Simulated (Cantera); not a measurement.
An isothermal, constant-pressure homogeneous reactor starts with CH4 : H2O = 1 : 0.37 (molar parts), at 1325 K and 750 Torr. Integrator tolerance rtol = 1e-08.

Computed with Cantera and GRI-Mech 3.0 (53 species, 325 reactions). GRI-Mech 3.0 stops at C3 and has no aromatics, soot or wall deposition, so with more carbon than oxygen in the feed, carbon stays in small species such as C2H2 where larger ones or solid carbon would form.

### Question
What does this change do: CH4 1 to 9.4 parts?

### Answer
```json
[
 {"quantity": "x(CH4) at 90.0 s", "before": "0.349 (gas-phase equilibrium 0.259)", "after": "0.459 (gas-phase equilibrium 0.457)"},
 {"quantity": "x(H2O) at 90.0 s", "before": "0.187 (gas-phase equilibrium 5.30e-6)", "after": "0.0258 (gas-phase equilibrium 1.79e-7)"},
 {"quantity": "x(CH2CO) at 90.0 s", "before": "5.72e-6 (gas-phase equilibrium 3.07e-7)", "after": "1.01e-6 (gas-phase equilibrium 1.28e-7)"},
 {"quantity": "x(CH2) at 90.0 s", "before": "7.77e-11 (gas-phase equilibrium 1.60e-11)", "after": "5.09e-11 (gas-phase equilibrium 3.98e-11)"},
 {"quantity": "x(HO2) at 90.0 s", "before": "<1e-12 (gas-phase equilibrium <1e-12)", "after": "<1e-12 (gas-phase equilibrium <1e-12)"}
]
```

### Question
What does this change do: pressure from 750 Torr to 2930 Torr?

### Answer
| quantity | before | after |
|---|---|---|
| x(CH4) at 90.0 s | 0.349 (gas-phase equilibrium 0.259) | 0.475 (gas-phase equilibrium 0.289) |
| x(H2O) at 90.0 s | 0.187 (gas-phase equilibrium 5.30e-6) | 0.195 (gas-phase equilibrium 6.50e-5) |
| x(CH2CO) at 90.0 s | 5.72e-6 (gas-phase equilibrium 3.07e-7) | 2.70e-6 (gas-phase equilibrium 3.65e-7) |
| x(CH2) at 90.0 s | 7.77e-11 (gas-phase equilibrium 1.60e-11) | 2.72e-11 (gas-phase equilibrium 4.77e-12) |
| x(HO2) at 90.0 s | <1e-12 (gas-phase equilibrium <1e-12) | <1e-12 (gas-phase equilibrium <1e-12) |
